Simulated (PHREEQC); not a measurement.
A solution holds 12 mmol/kgw TMAH and 0.079 mmol/kgw Na2SiO3, at 25 °C. Closed to the air; pH follows from the charge balance.

The numbers come from PHREEQC with the ion-association model, phreeqc.dat.

This is a speciation only: nothing precipitates in the calculation.

Q: Order these Si species by the share of Si that they hold, largest first: H3SiO4-, H4SiO4, H2SiO4-2.

A: H3SiO4- (90 %), H2SiO4-2 (9.0 %), H4SiO4 (0.51 %)

The pH is 12.03 and the ionic strength 0.0122 mol/kgw. (CH3)4N+ isn't in the database: it is added as a free cation with an ion size of 4 Å.
